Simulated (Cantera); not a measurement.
What does this Cantera script print?

```python
import numpy as np
import cantera as ct

gas = ct.Solution("gri30.yaml")
gas.TPX = 475, 250000, {'CH4': 1, 'H2': 1.1, 'O2': 1.82, 'N2': 6.85}
flame = ct.FreeFlame(gas, width=0.021)
flame.set_refine_criteria(ratio=3, slope=0.08, curve=0.16)
flame.transport_model = "mixture-averaged"
flame.solve(loglevel=0, auto=True)
z, T = flame.grid, flame.T
thick = (T[-1] - T[0]) / np.gradient(T, z).max()
show = ['CH4', 'H2', 'O2', 'CH2CO', 'CH2O', 'OH']
print(f"laminar burning velocity  {flame.velocity[0] * 100:.3f} cm/s")
print(f"burnt temperature         {T[-1]:.1f} K")
print(f"thermal thickness         {thick * 1e3:.4f} mm")
print(f"grid points               {len(z)}")
z0 = z[flame.heat_release_rate.argmax()]
print(f"{'z/mm':>9s}{'T/K':>9s}{'u/(m/s)':>9s}" + "".join(f"{s:>11s}" for s in show))
rows = []
for k in (-3, -2, -1.5, -1, -0.5, -0.25, 0, 0.25, 0.5, 1, 2, 4, 8):
    zz = z0 + k * thick
    rows.append([k * thick, np.interp(zz, z, T), np.interp(zz, z, flame.velocity),
                 *(np.interp(zz, z, flame.X[gas.species_index(s)]) for s in show)])
    print(f"{rows[-1][0] * 1e3:9.3f}{rows[-1][1]:9.1f}{rows[-1][2]:9.3f}" + "".join(f"{x:11.3e}" for x in rows[-1][3:]))
```

It prints:

```
laminar burning velocity  58.862 cm/s
burnt temperature         2185.7 K
thermal thickness         0.2115 mm
grid points               143
     z/mm      T/K  u/(m/s)        CH4         H2         O2      CH2CO       CH2O         OH
   -0.634    475.6    0.589  9.293e-02  1.012e-01  1.691e-01  9.165e-10  6.543e-08  2.293e-13
   -0.423    481.0    0.594  9.297e-02  9.918e-02  1.694e-01  2.313e-08  1.293e-06  2.957e-11
   -0.317    500.7    0.617  9.247e-02  9.645e-02  1.691e-01  2.320e-07  1.025e-05  1.006e-09
   -0.211    611.6    0.753  8.785e-02  9.100e-02  1.639e-01  3.948e-06  1.218e-04  1.067e-07
   -0.106   1089.6    1.350  6.208e-02  8.296e-02  1.258e-01  6.702e-05  9.169e-04  1.620e-05
   -0.053   1501.0    1.877  3.605e-02  7.902e-02  8.319e-02  1.875e-04  9.613e-04  1.327e-04
    0.000   1864.4    2.354  1.190e-02  7.467e-02  3.763e-02  1.815e-04  4.315e-04  7.262e-04
    0.053   2043.8    2.589  2.442e-03  7.081e-02  1.202e-02  4.803e-05  1.311e-04  1.606e-03
    0.106   2103.6    2.664  5.194e-04  6.962e-02  3.473e-03  1.091e-05  3.581e-05  1.971e-03
    0.211   2133.9    2.697  4.367e-05  7.043e-02  4.046e-04  1.411e-06  3.315e-06  1.896e-03
    0.423   2150.6    2.714  1.849e-06  7.161e-02  8.338e-05  9.715e-08  1.278e-07  1.526e-03
    0.846   2165.2    2.730  7.356e-08  7.216e-02  3.958e-05  3.577e-09  7.600e-09  1.096e-03
    1.692   2176.6    2.743  3.385e-09  7.245e-02  1.613e-05  9.978e-11  4.318e-09  7.112e-04
```

Cantera simulation using GRI-Mech 3.0 (53 species, 325 reactions); the numbers are that mechanism's predictions, not measurements. Burning velocities carry a grid error of a few per cent, more on coarse grids.
